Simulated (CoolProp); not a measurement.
Model: reference Helmholtz-energy equation of state, Akasaka 2024, in CoolProp.

Problem. For R1132(E), give the phase and the cp (kJ/(kg K)), speed of sound (m/s), fugacity coefficient at 400 K and 6500 kPa.

Solution. 
- 400 K and 6500 kPa: supercritical; cp 1.76, speed of sound 194, fugacity coefficient 0.747
